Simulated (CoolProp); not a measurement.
The numbers come from the reference Helmholtz-energy equation of state, Lemmon 2003 in CoolProp. It is a pseudo-pure fit of the blend.

Question: For R410A, give the phase and the cv (kJ/(kg K)), Joule-Thomson coefficient (K/MPa), expansivity (1/kK), Prandtl number at 110.55 °C and 3060 kPa.

Answer: 
- 110.55 °C and 3060 kPa: gas; cv 0.895, Joule-Thomson coefficient 8.96, expansivity 4.89, Prandtl number 0.927

Viscosity comes from a separate model (Geller 2000). Thermal conductivity comes from a separate model (Geller 2001).
